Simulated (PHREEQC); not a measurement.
Solution (25 °C): 0.052 mol H3PO4, 0.026 mol NaF and 0.0086 mol Na2SiO3 per kg of water. Closed to the air; pH follows from the charge balance.

All values are PHREEQC results (ion-association model, phreeqc.dat), not measurements.

Q: The ionic strength comes out as 0.0507 mol/kgw. What activity coefficients do SiF6-2, H+, F-, H2PO4-, HF2- get?

A: SiF6-2 0.46, H+ 0.85, F- 0.81, H2PO4- 0.83, HF2- 0.82.

Precipitation was switched off in this run. Examples of supersaturated solids here: SiO2(a), Quartz (slow to form). Others may be too. SiF6-2 is the database's only silicon fluoride.
